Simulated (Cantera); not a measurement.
Charge: 1 mol SiC, 0.22 mol H₂O, 99 mol N₂, held at 0.100 bar.

Cantera equilibrium calculation (NASA polynomials, part measured and part estimated; ideal gas, pure solids and liquids). Candidate condensed phases: C, C₆H₆, C₇H₈, C₈H₁₈, H₂O, Si, SiC, SiO₂, Si₂N₂O, Si₃N₄; 151 gas species. N₂ is the only nitrogen source here; it is nearly inert below about 1500 K, so the nitride shown seldom forms there in practice. Mutual solubility and eutectic melting of coexisting phases are not modelled. Rates play no part.

x: gas mole fraction; n: condensed amount in mol.

| T (K) | x N₂ | x H₂ | x CO | x SiO | x HCN | n C(graphite) | n Si₂N₂O(s) | n Si₃N₄(s) | n SiC(s) |
|---|---|---|---|---|---|---|---|---|---|
| 1250 | 0.998 | 0.00223 | 2.15e-6 | 6.17e-11 | 5.98e-6 | 0.999 | 0.220 | 0.187 | 0 |
| 1300 | 0.998 | 0.00223 | 7.25e-6 | 5.31e-10 | 9.76e-6 | 0.998 | 0.219 | 0.187 | 0 |
| 1350 | 0.998 | 0.00222 | 2.23e-5 | 3.89e-9 | 1.53e-5 | 0.996 | 0.218 | 0.188 | 0 |
| 1400 | 0.998 | 0.00222 | ___ | ___ | ___ | 0.991 | 0.214 | 0.191 | 0 |
| 1450 | 0.998 | 0.00221 | 0.000167 | 1.37e-7 | 3.45e-5 | 0.980 | 0.204 | 0.198 | 0 |
| 1500 | 0.997 | 0.00220 | 0.000412 | 6.76e-7 | 4.96e-5 | 0.954 | 0.179 | 0.214 | 0 |
| 1550 | 0.996 | 0.00218 | 0.00145 | 3.77e-6 | 6.66e-5 | 0 | 0.0753 | 0 | 0.849 |
| 1600 | 0.996 | 0.00218 | 0.00145 | ___ | ___ | 0 | 0.0743 | 0 | 0.850 |
| 1650 | 0.996 | 0.00219 | 0.00152 | 4.50e-5 | 4.41e-5 | 0 | 0.0648 | 0.00706 | 0.845 |
| 1700 | 0.996 | 0.00218 | 0.00206 | 0.000151 | 4.05e-5 | 0 | 0 | 0.0647 | 0.791 |
| 1750 | 0.996 | 0.00218 | 0.00189 | 0.000322 | 3.73e-5 | 0 | 0 | 0.0532 | 0.808 |

Question: Complete the blanks.

Answer: 
- 1600, x SiO: 1.35e-5
- 1600, x HCN: 5.35e-5
- 1400, x CO: 6.33e-5
- 1400, x SiO: 2.46e-8
- 1400, x HCN: 2.33e-5
